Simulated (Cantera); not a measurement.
Feed: 1 mol Si2Cl6, 46 mol NH3, 2.1 mol H2, at 130 Pa.

Method: chemical equilibrium by Gibbs-energy minimisation in Cantera with the NASA 1993 tables (ideal gas, pure condensed phases). Candidate condensed phases: NH4Cl, Si, Si3N4; 28 gas species. The feed counts by its element totals alone. Rates play no part.

Over these rows the condensed part is Si3N4(s). Partial pressures as log10 of bar:

| T (K) | 1000/T (1/K) | log p SiCl2 | log p H2 | log p N2 | log p HCl |
|---|---|---|---|---|---|
| 1100 | 0.9091 | -8.49 | -3.03 | -3.53 | -4.09 |
| 1200 | 0.8333 | -7.45 | -3.03 | -3.53 | -4.09 |
| 1300 | 0.7692 | -6.57 | -3.03 | -3.53 | -4.09 |
| 1400 | 0.7143 | -5.85 | -3.03 | -3.53 | -4.11 |
| 1500 | 0.6667 | -5.29 | -3.03 | -3.53 | -4.15 |
| 1600 | 0.6250 | ? | -3.03 | -3.52 | -4.25 |

Q: Fit log p(SiCl2) = a + b·(1000/T) to the five rows, give the apparent enthalpy, and predict the row at 1600 K.

A: Means: 1000/T = 0.7785, log p = -6.730. Sxy = -0.488288, Sxx = 0.0367668, so b = -13.28 and a = -6.730 − (-13.28)×0.7785 = 3.61.
Apparent enthalpy: −19.145 × (-13.28) = 254 kJ/mol. With the condensed phases at unit activity, 1/3 Si3N4(s) + 2 HCl(g) = SiCl2(g) + H2(g) + 2/3 N2(g) links this pressure to the main gases: over the six rows their terms move log p by -0.33 in all, so the slope isn't that reaction's ΔH° alone. The five rows lie within 0.05 of the line.
Prediction at 1600 K: 3.61 + (-13.28)×0.6250 = -4.69. The computed value is -4.92, 0.23 from the line.
